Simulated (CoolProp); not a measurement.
Vapour-liquid equilibrium of R143a (1) + dimethyl ether (2) at 0.22 MPa; x and y are mole fractions of (1).

Model: multi-fluid Helmholtz-energy mixture model, Lemmon and Jacobsen 2000 and Wu 2011; pair parameters Bell 2016, in CoolProp.

### Question
Give the bubble temperature and the first vapour's composition at x = 0.35, 0.5, 0.95. Is there an azeotrope?

### Answer
x = 0.35: -17.4 °C, y = 0.570; x = 0.5: -20.9 °C, y = 0.704; x = 0.95: -28.7 °C, y = 0.976. No azeotrope shows between x = 0.05 and 0.95.

The pair parameters rest on a limited set of measurements; away from them the model extrapolates.
